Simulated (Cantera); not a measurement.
Input (Python, Cantera) and output of one run.

```python
import numpy as np
import cantera as ct

gas_names = """
    CL CLO CL2 N NO NO2 NO3 N2 N2O O O2 O3 Si SiCL SiCL2 SiCL3 SiCL4 SiN SiO SiO2 Si2 Si2N Si3
""".split()
cond_names = """
    Si(cr) Si(L) SiO2(Lqz) SiO2(hqz) SiO2(L) Si2N2O(s) Si3N4(a)
""".split()


# ... load() reads the species with a 1 bar reference pressure and builds the phases ...
atoms = {
    'SiCl4': {'Si': 1, 'CL': 4},
    'O2': {'O': 2},
    'N2': {'N': 2},
    'O3': {'O': 3},
}
top_T = {'Si2N2O(s)': 2100, 'Si3N4(a)': 2400}  # K; cautious upper limits of use, not melting points


# ... equilibrate(T, P, feed) seeds the gas with the atoms and calls Mixture.equilibrate('TP', solver="vcs", rtol=1e-11, max_steps=5000) ...
results = []
feed = {'SiCl4': 1, 'O2': 0.052, 'N2': 1.4, 'O3': 0.5}  # mol
P = 1333.22  # Pa
for T in [575, 650, 725, 800, 875, 950, 1025, 1100, 1175, 1250, 1325, 1400, 1475]:
    mix = equilibrate(T, P, feed)
    results.append((T, P, feed, dict(zip(mix.species_names, mix.species_moles))))
    x = sorted(zip(gas.X, gas.species_names), reverse=True)
    print(f"T = {T:g} K  P = {P:g} Pa  gas = {mix.phase_moles(0):.4g} mol")
    print("   x: " + "  ".join(f"{s} {v:.3e}" for v, s in x if v > 0.0001))
    print("   condensed (mol): " + ("  ".join(f"{mix.phase(i).name} {mix.phase_moles(i):.4g}"
          for i in range(1, mix.n_phases) if mix.phase_moles(i) > 1e-12) or "none"))
```

Output:

```
T = 575 K  P = 1333.22 Pa  gas = 3.202 mol
   x: CL2 5.009e-01  N2 4.372e-01  SiCL4 6.184e-02
   condensed (mol): SiO2(Lqz) 0.802
T = 650 K  P = 1333.22 Pa  gas = 3.202 mol
   x: CL2 5.009e-01  N2 4.372e-01  SiCL4 6.184e-02
   condensed (mol): SiO2(Lqz) 0.802
T = 725 K  P = 1333.22 Pa  gas = 3.202 mol
   x: CL2 5.009e-01  N2 4.372e-01  SiCL4 6.184e-02
   condensed (mol): SiO2(Lqz) 0.802
T = 800 K  P = 1333.22 Pa  gas = 3.202 mol
   x: CL2 5.009e-01  N2 4.372e-01  SiCL4 6.183e-02
   condensed (mol): SiO2(Lqz) 0.802
T = 875 K  P = 1333.22 Pa  gas = 3.202 mol
   x: CL2 5.007e-01  N2 4.372e-01  SiCL4 6.183e-02  CL 2.823e-04
   condensed (mol): SiO2(hqz) 0.802
T = 950 K  P = 1333.22 Pa  gas = 3.204 mol
   x: CL2 5.001e-01  N2 4.370e-01  SiCL4 6.180e-02  CL 1.084e-03
   condensed (mol): SiO2(hqz) 0.802
T = 1025 K  P = 1333.22 Pa  gas = 3.207 mol
   x: CL2 4.984e-01  N2 4.365e-01  SiCL4 6.173e-02  CL 3.421e-03
   condensed (mol): SiO2(hqz) 0.802
T = 1100 K  P = 1333.22 Pa  gas = 3.217 mol
   x: CL2 4.940e-01  N2 4.352e-01  SiCL4 6.155e-02  CL 9.224e-03
   condensed (mol): SiO2(hqz) 0.802
T = 1175 K  P = 1333.22 Pa  gas = 3.237 mol
   x: CL2 4.846e-01  N2 4.325e-01  SiCL4 6.116e-02  CL 2.183e-02
   condensed (mol): SiO2(hqz) 0.802
T = 1250 K  P = 1333.22 Pa  gas = 3.278 mol
   x: CL2 4.663e-01  N2 4.271e-01  SiCL4 6.041e-02  CL 4.615e-02
   condensed (mol): SiO2(hqz) 0.802
T = 1325 K  P = 1333.22 Pa  gas = 3.35 mol
   x: CL2 4.348e-01  N2 4.180e-01  CL 8.817e-02  SiCL4 5.911e-02
   condensed (mol): SiO2(hqz) 0.802
T = 1400 K  P = 1333.22 Pa  gas = 3.467 mol
   x: N2 4.038e-01  CL2 3.861e-01  CL 1.530e-01  SiCL4 5.710e-02
   condensed (mol): SiO2(hqz) 0.802
T = 1475 K  P = 1333.22 Pa  gas = 3.641 mol
   x: N2 3.845e-01  CL2 3.199e-01  CL 2.412e-01  SiCL4 5.436e-02
   condensed (mol): SiO2(hqz) 0.802
```

Equilibrium computed with Cantera from the NASA thermochemical tables; the gas is ideal and each condensed phase is pure. The tables' values for SiCl3 are old estimates; treat these amounts as uncertain. The tables hold silica as quartz up to 1696 K and as liquid above; real silica turns to tridymite and cristobalite and melts near 1996 K.
